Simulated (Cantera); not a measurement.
A perfectly stirred reactor is fed with CO : O2 : H2O : N2 = 0.002 : 0.04 : 0.0003 : 1 (molar parts), at 3.90 bar; it is held at 1375 K, and followed from long to short residence time.

Model: GRI-Mech 3.0 (53 species, 325 reactions), integrated in Cantera.

Task: What does this change do: temperature 1375 to 1425 K?

Result: 
```
quantity                 before     after
---------------------  --------  --------
x(CO) at τ = 15.0 s     6.40e-6   4.86e-6
x(O2) at τ = 15.0 s      0.0375    0.0375
x(H2O) at τ = 15.0 s   0.000287  0.000287
x(NO) at τ = 15.0 s     1.62e-6   2.30e-6
x(NO2) at τ = 15.0 s    4.59e-8   4.14e-8
x(CO) at τ = 0.100 s   0.000252  0.000191
x(O2) at τ = 0.100 s     0.0376    0.0375
x(H2O) at τ = 0.100 s  0.000285  0.000284
x(NO) at τ = 0.100 s    1.53e-6   2.27e-6
x(NO2) at τ = 0.100 s   7.21e-8   8.27e-8
```
